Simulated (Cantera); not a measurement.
Input: 1 mol C₂H₂, 3.3 mol CO₂, equilibrated at 1177 °C and 1 atm.

Equilibrium computed with Cantera from the NASA thermochemical tables; the gas is ideal and each condensed phase is pure. Candidate condensed phases: C, C₆H₆, C₇H₈, C₈H₁₈, H₂O; 110 gas species. Rates play no part.

Base state: CO 0.689, CO₂ 0.152, H₂ 0.104, H₂O 0.0546 (mole fractions); condensed: gas only.

**Question.** What changes in the equilibrium state with this change: temperature from 1177 °C to 500 °C?

**Answer.** 
```tsv
species	before	after
CO₂	0.152	0.708
H₂O	0.0546	0.166
H₂	0.104	0.0643
CO	0.689	0.0536
CH₄	1.21e-7	0.00884
C(graphite), mol	0	2.19
```
